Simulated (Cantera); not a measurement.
A Cantera script and its output.

```python
import numpy as np
import cantera as ct

gas = ct.Solution("gri30.yaml")
gas.TPX = 2050, 510000, {'CH4': 1, 'H2O': 2.2}
inlet = ct.Reservoir(gas, clone=True)

reactor = ct.IdealGasConstPressureReactor(gas, energy="off", clone=False)
exhaust = ct.Reservoir(gas, clone=True)
tau = [0.32, 0.14, 0.063, 0.028, 0.013, 0.0057, 0.0025, 0.0011, 0.00051][0]
for a, b in ((inlet, reactor), (reactor, exhaust)):
    ct.MassFlowController(a, b, mdot=lambda t: reactor.mass / tau)
net = ct.ReactorNet([reactor])
show = ['CH4', 'H2O', 'CH3', 'OH', 'CH2O']

rows = []
print(f"{'tau/s':>10s}{'T/K':>9s}" + "".join(f"{s:>11s}" for s in show))
for tau in [0.32, 0.14, 0.063, 0.028, 0.013, 0.0057, 0.0025, 0.0011, 0.00051]:
    net.initial_time = 0.0
    net.advance(30 * tau)
    before = gas.X
    net.advance(40 * tau)
    drift = np.max(np.abs(gas.X - before) / (gas.X + 1e-9))
    rows.append([gas.T, *gas[show].X, drift])
    print(f"{tau:10.3e}{gas.T:9.1f}" + "".join(f"{x:11.3e}" for x in gas[show].X))
```

It prints:

```
     tau/s      T/K        CH4        H2O        CH3         OH       CH2O
 3.200e-01   2050.0  2.408e-03  2.214e-01  6.180e-05  3.175e-05  5.367e-07
 1.400e-01   2050.0  4.375e-03  2.266e-01  1.128e-04  3.264e-05  8.191e-07
 6.300e-02   2050.0  7.274e-03  2.365e-01  1.891e-04  3.435e-05  1.288e-06
 2.800e-02   2050.0  1.146e-02  2.545e-01  3.023e-04  3.752e-05  2.117e-06
 1.300e-02   2050.0  1.679e-02  2.816e-01  4.521e-04  4.240e-05  3.507e-06
 5.700e-03   2050.0  2.427e-02  3.225e-01  6.742e-04  5.013e-05  6.226e-06
 2.500e-03   2050.0  3.402e-02  3.732e-01  9.827e-04  6.039e-05  1.121e-05
 1.100e-03   2050.0  4.686e-02  4.279e-01  1.412e-03  7.243e-05  1.993e-05
 5.100e-04   2050.0  6.295e-02  4.772e-01  1.971e-03  8.428e-05  3.325e-05
```

Detailed kinetics in Cantera: GRI-Mech 3.0 (53 species, 325 reactions).
